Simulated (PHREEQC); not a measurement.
A solution holds 0.48 mol NH4F and 0.036 mol NaOH per kg of water, at 25 °C. It is in equilibrium with CO2 at log p = -1 (atm). Otherwise closed; pH follows from the charge balance.

All values are PHREEQC results (ion-association model, wateq4f.dat), not measurements.

This is a speciation only: nothing precipitates in the calculation.

Question: Estimate the pH, activity of water.

Answer: pH 7.18; activity of water 0.983.

Question: In which forms is Na present?

Answer: Na+ 90 %, NaF 9.8 %, NaHCO3 0.7 % of the Na.

Carbamate, which ammonia and carbonate form, is missing from the database.
